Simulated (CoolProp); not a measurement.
Values from CoolProp's reference Helmholtz-energy equation of state, Platzer 1990. This equation is an older, rougher fit; its heat capacities, sound speeds and derivatives of the liquid may be far off and weren't checked against measurements.

### Question
Give the vapour pressure (bar), liquid density (kg/m³), vapour density (kg/m³), surface tension (mN/m) of saturated R21 at 113.55, 124.55 °C.

### Answer
```csv
T (°C),p (bar),liquid density (kg/m³),vapour density (kg/m³),surface tension (mN/m)
113.55,17.4,1110,73.6,6.01
124.55,21.4,1070,92.6,4.75
```

Surface tension comes from a separate correlation (Mulero 2012).
